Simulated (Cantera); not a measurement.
Cantera run:

```python
import numpy as np
import cantera as ct

gas_names = """
    H HO2 H2 H2O H2O2 O OH O2 O3 Ta TaO TaO2
""".split()
cond_names = """
    H2O(s) H2O(L) Ta(cr) Ta(L) Ta2O5(s) Ta2O5(L)
""".split()


def load(file, names, dense=False):
    # The tables refer to 1 bar. Condensed volumes are neglected.
    table = {s.name: s for s in ct.Species.list_from_file(file)}
    out = []
    for n in names:
        d = dict(table[n].input_data)
        d["thermo"] = dict(d["thermo"], **{"reference-pressure": 1e5})
        if dense:
            d["equation-of-state"] = {"model": "constant-volume", "density": "1e6 g/cm^3"}
        out.append(ct.Species.from_dict(d))
    return out


gas = ct.Solution(thermo="ideal-gas", species=load("nasa_gas.yaml", gas_names))
cond = {s.name: ct.Solution(thermo="fixed-stoichiometry", species=[s], name=s.name)
        for s in load("nasa_condensed.yaml", cond_names, dense=True)}
atoms = {
    'Ta': {'Ta': 1},
    'O2': {'O': 2},
    'H2': {'H': 2},
}
top_T = {}  # K; cautious upper limits of use, not melting points


def equilibrate(T, P, feed):
    n = {}
    for name, mol in feed.items():
        for a, k in atoms[name].items():
            n[a] = n.get(a, 0.0) + k * mol
    gas.TPX = T, P, n
    mass = sum(n.values()) * gas.mean_molecular_weight
    gas.equilibrate("TP")
    valid = [c for c in cond.values() if c.min_temp <= T <= top_T.get(c.name, c.max_temp)]
    mix = ct.Mixture([(gas, mass / gas.mean_molecular_weight)] + [(c, 0.0) for c in valid])
    mix.T, mix.P = T, P
    mix.equilibrate("TP", solver="vcs", rtol=1e-11, max_steps=5000)
    return mix


results = []
feed = {'Ta': 1, 'O2': 0.4, 'H2': 190}  # mol
for P in [0.1, 1, 10, 100, 1000, 10000, 100000, 1000000]:
    for T in [1075, 1175, 1275, 1375, 1475, 1575, 1675, 1775, 1875, 1975, 2075, 2175, 2275]:
        mix = equilibrate(T, P, feed)
        results.append((T, P, feed, dict(zip(mix.species_names, mix.species_moles))))

for T, P, feed, n in results:
    print(f"{T:7g} {P:10.4g}  " + (" + ".join(c for c in cond_names if n.get(c, 0) > 1e-12) or "gas only"))
```

Output:

```
   1075        0.1  Ta(cr) + Ta2O5(s)
   1175        0.1  Ta(cr) + Ta2O5(s)
   1275        0.1  Ta(cr) + Ta2O5(s)
   1375        0.1  Ta(cr) + Ta2O5(s)
   1475        0.1  Ta(cr) + Ta2O5(s)
   1575        0.1  Ta(cr) + Ta2O5(s)
   1675        0.1  Ta(cr) + Ta2O5(s)
   1775        0.1  Ta(cr)
   1875        0.1  Ta(cr)
   1975        0.1  Ta(cr)
   2075        0.1  Ta(cr)
   2175        0.1  Ta(cr)
   2275        0.1  Ta(cr)
   1075          1  Ta(cr) + Ta2O5(s)
   1175          1  Ta(cr) + Ta2O5(s)
   1275          1  Ta(cr) + Ta2O5(s)
   1375          1  Ta(cr) + Ta2O5(s)
   1475          1  Ta(cr) + Ta2O5(s)
   1575          1  Ta(cr) + Ta2O5(s)
   1675          1  Ta(cr) + Ta2O5(s)
   1775          1  Ta(cr) + Ta2O5(s)
   1875          1  Ta(cr)
   1975          1  Ta(cr)
   2075          1  Ta(cr)
   2175          1  Ta(cr)
   2275          1  Ta(cr)
   1075         10  Ta(cr) + Ta2O5(s)
   1175         10  Ta(cr) + Ta2O5(s)
   1275         10  Ta(cr) + Ta2O5(s)
   1375         10  Ta(cr) + Ta2O5(s)
   1475         10  Ta(cr) + Ta2O5(s)
   1575         10  Ta(cr) + Ta2O5(s)
   1675         10  Ta(cr) + Ta2O5(s)
   1775         10  Ta(cr) + Ta2O5(s)
   1875         10  Ta(cr) + Ta2O5(s)
   1975         10  Ta(cr)
   2075         10  Ta(cr)
   2175         10  Ta(cr)
   2275         10  Ta(cr)
   1075        100  Ta(cr) + Ta2O5(s)
   1175        100  Ta(cr) + Ta2O5(s)
   1275        100  Ta(cr) + Ta2O5(s)
   1375        100  Ta(cr) + Ta2O5(s)
   1475        100  Ta(cr) + Ta2O5(s)
   1575        100  Ta(cr) + Ta2O5(s)
   1675        100  Ta(cr) + Ta2O5(s)
   1775        100  Ta(cr) + Ta2O5(s)
   1875        100  Ta(cr) + Ta2O5(s)
   1975        100  Ta(cr) + Ta2O5(s)
   2075        100  Ta(cr)
   2175        100  Ta(cr)
   2275        100  Ta(cr)
   1075       1000  Ta(cr) + Ta2O5(s)
   1175       1000  Ta(cr) + Ta2O5(s)
   1275       1000  Ta(cr) + Ta2O5(s)
   1375       1000  Ta(cr) + Ta2O5(s)
   1475       1000  Ta(cr) + Ta2O5(s)
   1575       1000  Ta(cr) + Ta2O5(s)
   1675       1000  Ta(cr) + Ta2O5(s)
   1775       1000  Ta(cr) + Ta2O5(s)
   1875       1000  Ta(cr) + Ta2O5(s)
   1975       1000  Ta(cr) + Ta2O5(s)
   2075       1000  Ta(cr) + Ta2O5(L)
   2175       1000  Ta(cr)
   2275       1000  Ta(cr)
   1075      1e+04  Ta(cr) + Ta2O5(s)
   1175      1e+04  Ta(cr) + Ta2O5(s)
   1275      1e+04  Ta(cr) + Ta2O5(s)
   1375      1e+04  Ta(cr) + Ta2O5(s)
   1475      1e+04  Ta(cr) + Ta2O5(s)
   1575      1e+04  Ta(cr) + Ta2O5(s)
   1675      1e+04  Ta(cr) + Ta2O5(s)
   1775      1e+04  Ta(cr) + Ta2O5(s)
   1875      1e+04  Ta(cr) + Ta2O5(s)
   1975      1e+04  Ta(cr) + Ta2O5(s)
   2075      1e+04  Ta(cr) + Ta2O5(L)
   2175      1e+04  Ta(cr) + Ta2O5(L)
   2275      1e+04  Ta(cr)
   1075      1e+05  Ta(cr) + Ta2O5(s)
   1175      1e+05  Ta(cr) + Ta2O5(s)
   1275      1e+05  Ta(cr) + Ta2O5(s)
   1375      1e+05  Ta(cr) + Ta2O5(s)
   1475      1e+05  Ta(cr) + Ta2O5(s)
   1575      1e+05  Ta(cr) + Ta2O5(s)
   1675      1e+05  Ta(cr) + Ta2O5(s)
   1775      1e+05  Ta(cr) + Ta2O5(s)
   1875      1e+05  Ta(cr) + Ta2O5(s)
   1975      1e+05  Ta(cr) + Ta2O5(s)
   2075      1e+05  Ta(cr) + Ta2O5(L)
   2175      1e+05  Ta(cr) + Ta2O5(L)
   2275      1e+05  Ta(cr)
   1075      1e+06  Ta(cr) + Ta2O5(s)
   1175      1e+06  Ta(cr) + Ta2O5(s)
   1275      1e+06  Ta(cr) + Ta2O5(s)
   1375      1e+06  Ta(cr) + Ta2O5(s)
   1475      1e+06  Ta(cr) + Ta2O5(s)
   1575      1e+06  Ta(cr) + Ta2O5(s)
   1675      1e+06  Ta(cr) + Ta2O5(s)
   1775      1e+06  Ta(cr) + Ta2O5(s)
   1875      1e+06  Ta(cr) + Ta2O5(s)
   1975      1e+06  Ta(cr) + Ta2O5(s)
   2075      1e+06  Ta(cr) + Ta2O5(L)
   2175      1e+06  Ta(cr) + Ta2O5(L)
   2275      1e+06  Ta(cr)
```

These are equilibrium values from Cantera (NASA tables, ideal gas, pure condensed phases), not measurements of a reactor. Mutual solubility and eutectic melting of coexisting phases are not modelled. Condensed phases not in the tables: N, O or C dissolved in the metal.
